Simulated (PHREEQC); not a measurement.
## Buffer

Dissolve 150 mmol/kgw KHCO3, 1.2 mmol/kgw NaF, 0.075 mmol/kgw NaCl and 75 mmol/kgw RbOH at 20 °C. Closed to the air; pH follows from the charge balance.

Model: ion-association model, wateq4f.dat, run in PHREEQC.

Precipitation was switched off in this run.

Question: What pH, activity of water does the model give?

Answer: pH 9.95; activity of water 0.994.

Question: In which forms is C present?

Answer: HCO3- 50 %, CO3-2 50 % of the C.
